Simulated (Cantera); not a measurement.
Input (Python, Cantera) and output of one run.

```python
import numpy as np
import cantera as ct

gas_names = """
    B BH BH2 BH3 BN BO BO2 B2 B2O B2O2 B2O3 B3O3H3 H HBO HBO2 HNO HNO2 HNO3 HO2 H2 H2O H2O2 H3B3O6 N NH
    NH2 NH3 NH2OH NO NO2 NO3 N2 N2H2 N2H4 N2O O OH O2 O3
""".split()
cond_names = """
    B(b) B(L) BN(s) B2O3(L) B3O3H3(cr) H2O(s) H2O(L)
""".split()


def load(file, names, dense=False):
    # The tables refer to 1 bar. Condensed volumes are neglected.
    table = {s.name: s for s in ct.Species.list_from_file(file)}
    out = []
    for n in names:
        d = dict(table[n].input_data)
        d["thermo"] = dict(d["thermo"], **{"reference-pressure": 1e5})
        if dense:
            d["equation-of-state"] = {"model": "constant-volume", "density": "1e6 g/cm^3"}
        out.append(ct.Species.from_dict(d))
    return out


gas = ct.Solution(thermo="ideal-gas", species=load("nasa_gas.yaml", gas_names))
cond = {s.name: ct.Solution(thermo="fixed-stoichiometry", species=[s], name=s.name)
        for s in load("nasa_condensed.yaml", cond_names, dense=True)}
atoms = {
    'B2O3': {'B': 2, 'O': 3},
    'NH3': {'N': 1, 'H': 3},
    'N2': {'N': 2},
}
top_T = {'BN(s)': 3200}  # K; cautious upper limits of use, not melting points


def equilibrate(T, P, feed):
    n = {}
    for name, mol in feed.items():
        for a, k in atoms[name].items():
            n[a] = n.get(a, 0.0) + k * mol
    gas.TPX = T, P, n
    mass = sum(n.values()) * gas.mean_molecular_weight
    gas.equilibrate("TP")
    valid = [c for c in cond.values() if c.min_temp <= T <= top_T.get(c.name, c.max_temp)]
    mix = ct.Mixture([(gas, mass / gas.mean_molecular_weight)] + [(c, 0.0) for c in valid])
    mix.T, mix.P = T, P
    mix.equilibrate("TP", solver="vcs", rtol=1e-11, max_steps=5000)
    return mix


results = []
feed = {'B2O3': 1, 'NH3': 1.2, 'N2': 0.14}  # mol
T = 1973  # K
P = 10000  # Pa
mix = equilibrate(T, P, feed)
results.append((T, P, feed, dict(zip(mix.species_names, mix.species_moles))))
print(gas.report(threshold=1e-05))
for i in range(1, mix.n_phases):
    print(f"{mix.phase(i).name:16s} {mix.phase_moles(i):12.5e} mol")
```

It prints:

```
       temperature   1973 K
          pressure   10000 Pa
           density   0.01612 kg/m^3
  mean mol. weight   26.443 kg/kmol
   phase of matter   gas

                          1 kg             1 kmol
                     ---------------   ---------------
          enthalpy       -5.5325e+06        -1.463e+08  J
   internal energy       -6.1529e+06        -1.627e+08  J
           entropy             11615        3.0715e+05  J/K
    Gibbs function       -2.8449e+07        -7.523e+08  J
 heat capacity c_p            2036.5             53852  J/K
 heat capacity c_v            1722.1             45537  J/K

                      mass frac. Y      mole frac. X     chem. pot. / RT
                     ---------------   ---------------   ---------------
                BO         0.0050077         0.0049394            -36.03
               BO2        0.00010012        6.1847e-05           -63.548
              B2O2          0.034764          0.017145            -72.06
              B2O3           0.51202           0.19449           -99.578
                 H        0.00010718         0.0028118           -11.287
               HBO           0.05389          0.051228           -47.317
              HBO2           0.13797          0.083268           -74.835
                H2          0.033108           0.43426           -22.574
               H2O         0.0024294          0.003566           -50.092
                N2           0.22059           0.20822           -30.767
     [  +29 minor]        8.3718e-06        5.5595e-06

B(b)              0.00000e+00 mol
BN(s)             0.00000e+00 mol
B2O3(L)           0.00000e+00 mol
B3O3H3(cr)        0.00000e+00 mol
```

Equilibrium computed with Cantera from the NASA thermochemical tables; the gas is ideal and each condensed phase is pure.
